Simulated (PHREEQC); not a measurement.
Synthetic water in mg/L, 25 °C, pH 7.46, pe 12.4:

| constituent | mg/L |
|---|---|
| Na | 36.8 |
| K | 0.501 |
| Ca | 6.58 |
| Mg | 6.06 |
| Cl | 44.5 |
| S(6) as SO4 | 2.91 |
| Alkalinity as HCO3 | 67.8 |
| Si as SiO2 | 1.76 |
| Br | 0.113 |
| Sr | 0.0406 |
| O(0) (dissolved oxygen) | 0.0237 |
| Li | 0.0191 |
| B | 0.0887 |

Valence states are taken as typed.

Computed with PHREEQC (ion-association model, phreeqc.dat).

**Question.** The ionic strength comes out as 0.00286 mol/kgw. What activity coefficients do Na+, Br-, Mg+2, CaHCO3+, MgHCO3+ get?

**Answer.** Na+ 0.94, Br- 0.94, Mg+2 0.80, CaHCO3+ 0.94, MgHCO3+ 0.94.

Precipitation was switched off in this run.
